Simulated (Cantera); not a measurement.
Charge: 1 mol SiH2Cl2, 12 mol NH3, 0.49 mol H2, held at 3600 Pa.

Method: chemical equilibrium by Gibbs-energy minimisation in Cantera with the NASA 1993 tables (ideal gas, pure condensed phases). Candidate condensed phases: NH4Cl, Si, Si3N4; 28 gas species. The tables' values for SiCl, SiCl3, SiN are old estimates; treat these amounts as uncertain. Gases not in the tables: Si2H6 and higher silanes. The numbers say what is thermodynamically allowed, not how fast it happens.

x: gas mole fraction; n: condensed amount in mol.

```
T (°C)   x H2   x N2   x HCl   x SiCl2       x H  n Si3N4(s)  n Si(l)
------  -----  -----  ------  --------  --------  ----------  -------
427     0.716  0.207  0.0770    <1e-12    <1e-12       0.332        0
577     0.716  0.207  0.0773  8.50e-11  9.14e-11       0.333        0
727     0.716  0.207  0.0774   2.40e-8   1.01e-8       0.333        0
877     0.716  0.207  0.0774   1.53e-6   3.33e-7       0.333        0
1027    0.716  0.207  0.0773       ___       ___       0.333        0
1177    0.716  0.207  0.0764  0.000438   4.22e-5       0.329        0
1327    0.717  0.208  0.0713       ___       ___       0.308        0
1477    0.720  0.212  0.0574   0.00957   0.00104       0.249        0
1627    0.706  0.226  0.0531    0.0108   0.00351           0    0.693
1777    0.698  0.225  0.0544   0.00960   0.00999           0    0.655
```

Fill in the missing entries.


- 1027, x SiCl2: 3.67e-5
- 1027, x H: 4.93e-6
- 1327, x SiCl2: 0.00286
- 1327, x H: 0.000243
